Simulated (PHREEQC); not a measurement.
Metal-bearing waste water: speciation

A solution holds 0.00096 mol/kgw ZnSO4, 0.033 mol/kgw NiCl2, 0.0046 mol/kgw NaF and 0.00014 mol/kgw NaCl, at 25 °C. It is in equilibrium with CO2 at log p = -3.5 (atm). Otherwise closed; pH follows from the charge balance.

Model: ion-association model, wateq4f.dat, run in PHREEQC.

No solid was allowed to form.

### Question
Estimate the pH, ionic strength.

### Answer
pH 5.61; ionic strength 0.0998 mol/kgw.

### Question
In which forms is S present?

### Answer
SO4-2 55 %, NiSO4 43 %, ZnSO4 1.6 % of the S.

Complexes and solids missing from the database can't appear.
